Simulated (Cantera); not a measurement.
Input: 1 mol Ti, 0.53 mol O2, 0.12 mol CH4, held at 2075 K and 1.33 mbar.

Equilibrium computed with Cantera from the NASA thermochemical tables; the gas is ideal and each condensed phase is pure. Candidate condensed phases: C, C6H6, C7H8, C8H18, H2O, Ti, TiC, TiO, TiO2, Ti2O3, Ti3O5, Ti4O7; 113 gas species. Mutual solubility and eutectic melting of coexisting phases are not modelled. TiC, TiO: taken at fixed stoichiometry. Condensed phases not in the tables: solid solutions among these carbides, nitrides and lower oxides. Equilibrium is a limit: real reactors are often held back by kinetics, nucleation or transport.

Base state: H2 0.672, CO 0.264, H 0.0598, Ti 0.00194, TiO 0.00165, H2O 1.75e-5 (mole fractions); condensed: TiC(s) + TiO(l).

Q: What changes in the equilibrium state with this change: pressure from 1.33 mbar to 0.100 bar?

A: 
```tsv
species	before	after
H2	0.672	0.721
CO	0.264	0.272
H	0.0598	0.00715
TiO	0.00165	2.20e-5
Ti	0.00194	2.95e-6
H2O	1.75e-5	0.000164
CO2	1.41e-6	1.28e-5
TiC(s), mol	0.0297	0.0300
TiO(l), mol	0.969	0.970
```

Q: What changes in the equilibrium state with this change: temperature from 2075 K to 1975 K?

A: 
```
species       before     after
-----------  -------  --------
H2             0.672     0.700
CO             0.264     0.268
H             0.0598    0.0313
TiO          0.00165  0.000348
Ti           0.00194  0.000220
H2O          1.75e-5   2.04e-5
TiC(s), mol   0.0297    0.0300
TiO(l), mol    0.969         0
TiO(s), mol        0     0.970
```
